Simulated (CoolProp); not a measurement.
Vapour-liquid equilibrium of propane (1) + R113 (2) at 306.3 K; x and y are mole fractions of (1).

Values from CoolProp's multi-fluid Helmholtz-energy mixture model, Lemmon 2009 and Marx 1992; pair parameters Bell 2016.

| x | bubble pressure, mixture model (MPa) | bubble pressure, Raoult's law (MPa) | y, mixture model | y, Raoult's law |
|---|---|---|---|---|
| 0.05 | 0.1215 | 0.1164 | 0.509 | 0.501 |
| 0.2 | 0.2986 | 0.2819 | 0.818 | 0.826 |
| 0.35 | 0.4651 | 0.4475 | 0.896 | 0.911 |
| 0.5 | 0.6210 | 0.6131 | 0.933 | 0.950 |
| 0.65 | 0.7716 | 0.7787 | 0.957 | 0.973 |
| 0.8 | 0.9266 | 0.9443 | 0.976 | 0.987 |
| 0.95 | 1.100 | 1.110 | 0.994 | 0.997 |

The largest gap from Raoult's law is +5.9 % in bubble pressure, at x = 0.2. No azeotrope shows between x = 0.05 and 0.95.

The pair parameters rest on a limited set of measurements; away from them the model extrapolates. The gap from Raoult's law changes sign with composition, which may be real or a fault of the pair parameters; it wasn't checked against measurements.
